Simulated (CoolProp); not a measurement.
Saturation properties of C3F8 (R218).

Computed with CoolProp (reference Helmholtz-energy equation of state, Lemmon 2006). It is a short technical equation, of lower accuracy than the large ones.

```json
[
 {"T (K)": "205.5", "p (MPa)": "0.01947", "liquid density (kg/m³)": "1727", "enthalpy of vaporisation (kJ/kg)": "115.6"},
 {"T (K)": "214", "p (MPa)": "0.03246", "liquid density (kg/m³)": "1696", "enthalpy of vaporisation (kJ/kg)": "112.9"},
 {"T (K)": "222.5", "p (MPa)": "0.05166", "liquid density (kg/m³)": "1665", "enthalpy of vaporisation (kJ/kg)": "110.0"},
 {"T (K)": "231", "p (MPa)": "0.07898", "liquid density (kg/m³)": "___", "enthalpy of vaporisation (kJ/kg)": "107.1"},
 {"T (K)": "239.6", "p (MPa)": "0.1170", "liquid density (kg/m³)": "1599", "enthalpy of vaporisation (kJ/kg)": "103.9"},
 {"T (K)": "248.1", "p (MPa)": "0.1674", "liquid density (kg/m³)": "1565", "enthalpy of vaporisation (kJ/kg)": "___"},
 {"T (K)": "256.6", "p (MPa)": "___", "liquid density (kg/m³)": "1529", "enthalpy of vaporisation (kJ/kg)": "97.24"},
 {"T (K)": "265.1", "p (MPa)": "0.3163", "liquid density (kg/m³)": "1492", "enthalpy of vaporisation (kJ/kg)": "93.55"},
 {"T (K)": "273.6", "p (MPa)": "0.4206", "liquid density (kg/m³)": "1453", "enthalpy of vaporisation (kJ/kg)": "89.60"},
 {"T (K)": "282.1", "p (MPa)": "0.5487", "liquid density (kg/m³)": "1411", "enthalpy of vaporisation (kJ/kg)": "85.31"},
 {"T (K)": "290.6", "p (MPa)": "0.7040", "liquid density (kg/m³)": "1366", "enthalpy of vaporisation (kJ/kg)": "80.61"}
]
```

### Question
What belongs in the gaps?

### Answer

- 231, liquid density (kg/m³): 1632
- 248.1, enthalpy of vaporisation (kJ/kg): 100.7
- 256.6, p (MPa): 0.2329

It boils at 236.4 K under 1 atm.
